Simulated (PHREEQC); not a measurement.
Make-up at 75 °C: 0.0068 mol CuSO4 and 0.0016 mol CuCl2 per kg of water. Closed to the air; pH follows from the charge balance.

Equilibrium calculation in PHREEQC: ion-association model, phreeqc.dat.

Precipitation was switched off in this run.

Q: Order these Cu species by the share of Cu that they hold, largest first: Cu2(OH)2+2, CuCl+, Cu+2, CuSO4.

A: Cu+2 (71 %), CuSO4 (26 %), CuCl+ (2.5 %), Cu2(OH)2+2 (0.98 %)

The pH is 4.41 and the ionic strength 0.0228 mol/kgw. Complexes and solids missing from the database can't appear. Away from 25 °C the constants follow the database's enthalpies or fits; those with neither stay at their 25 °C values.
